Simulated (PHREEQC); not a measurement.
## Acid rinse or clean: speciation

Make-up at 19 °C: 1.3 mmol/kgw HNO3. Closed to the air; pH follows from the charge balance.

The numbers come from PHREEQC with the ion-association model, phreeqc.dat.

```yaml
pH: 2.90
ionic_strength: 0.00130 mol/kgw
specific_conductance: 461 µS/cm
total_alkalinity: -1.30 meq/kg
```

```csv
species,molality,activity,log γ
H+,0.00130,0.00125,-0.016
NO3-,0.00130,0.00125,-0.018
```

No solid was allowed to form.
